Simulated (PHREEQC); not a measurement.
Dissolve 3.3 mmol/kgw KH2PO4 and 0.41 mmol/kgw Na2SO4 at 5 °C. Closed to the air; pH follows from the charge balance.

The numbers come from PHREEQC with the ion-association model, phreeqc.dat.

Each row changes one thing in this solution. No solid was allowed to form.

| case | pH | ionic strength (mol/kgw) | HPO4-2 (mol/kgw) | KSO4- (mol/kgw) | H3PO4 (mol/kgw) | NaSO4- (mol/kgw) |
|---|---|---|---|---|---|---|
| as made | 4.90 | 0.00455 | 1.78e-5 | 4.86e-6 | 4.35e-6 | 1.10e-6 |
| Na2SO4 from 0.00041 to 4.1e-05 mol/kgw | 4.91 | 0.00345 | 1.75e-5 | 5.04e-7 | 4.37e-6 | 1.14e-8 |
| 4.3e-05 mol/kgw KOH added | 5.35 | 0.00462 | 4.91e-5 | 4.92e-6 | 1.55e-6 | 1.09e-6 |
| Na2SO4 from 0.00041 to 0.000369 mol/kgw | 4.90 | 0.00443 | 1.78e-5 | 4.39e-6 | 4.35e-6 | 8.91e-7 |
| KH2PO4 from 0.0033 to 0.0165 mol/kgw | 4.66 | 0.0178 | 5.99e-5 | 1.87e-5 | 3.62e-5 | 8.45e-7 |
| 0.00085 mol/kgw NaCl added | 4.90 | 0.00540 | 1.80e-5 | 4.74e-6 | 4.36e-6 | 2.18e-6 |
| Na2SO4 from 0.00041 to 0.00205 mol/kgw | 4.90 | 0.00939 | 1.91e-5 | 2.16e-5 | 4.28e-6 | 2.43e-5 |
| Na2SO4 from 0.00041 to 0.000615 mol/kgw | 4.90 | 0.00516 | 1.80e-5 | 7.16e-6 | 4.34e-6 | 2.42e-6 |
| temperature from 5 to 75 °C | 4.88 | 0.00454 | 2.50e-5 | 1.39e-5 | 9.67e-6 | 1.54e-6 |

Species that the database lacks are ignored. Away from 25 °C the constants follow the database's enthalpies or fits; those with neither stay at their 25 °C values.
